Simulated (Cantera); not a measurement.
Feed: 1 mol Fe3O4, 0.32 mol CH4, 0.67 mol N2, 9 mol CO, equilibrated at 270 Torr.

Cantera equilibrium calculation (NASA polynomials, part measured and part estimated; ideal gas, pure solids and liquids). Candidate condensed phases: C, C6H6, C7H8, C8H18, Fe, Fe(CO)5, FeO, Fe(OH)2, Fe(OH)3, Fe2O3, Fe3O4, H2O; 140 gas species. Each liquid is taken as pure. Mutual solubility and eutectic melting of coexisting phases are not modelled. The tables' stoichiometric FeO is somewhat more stable than real wüstite, so its field is too wide. FeO: taken at fixed stoichiometry. Rates play no part.

x: gas mole fraction; n: condensed amount in mol.

```
T (°C)   x CO   x CO2    x N2      x Fe    x H2   x H2O  x H  n Fe(l)  n FeO(l)
------  -----  ------  ------  --------  ------  ------  ---  -------  --------
1652    0.791  0.0853  0.0630  0.000421  0.0410  0.0190    …    0.425      2.57
1752    0.795  0.0801  0.0629   0.00134  0.0406  0.0191    …    0.363      2.62
1852    0.797  0.0756  0.0627   0.00378  0.0401  0.0191    …    0.292      2.67
1952    0.796  0.0715  0.0623   0.00967  0.0394  0.0190    …    0.190      2.70
2052    0.787  0.0673  0.0614    0.0227  0.0382  0.0185    …   0.0126      2.73
2152    0.760  0.0786  0.0603    0.0391  0.0337  0.0208    …        0      2.55
2252    0.722  0.0948  0.0587    0.0604  0.0282  0.0232    …        0      2.28
```

Task: Fill in the missing entries.

Result: 
- 1652, x H: 0.000323
- 1752, x H: 0.000647
- 1852, x H: 0.00121
- 1952, x H: 0.00214
- 2052, x H: 0.00358
- 2152, x H: 0.00547
- 2252, x H: 0.00785
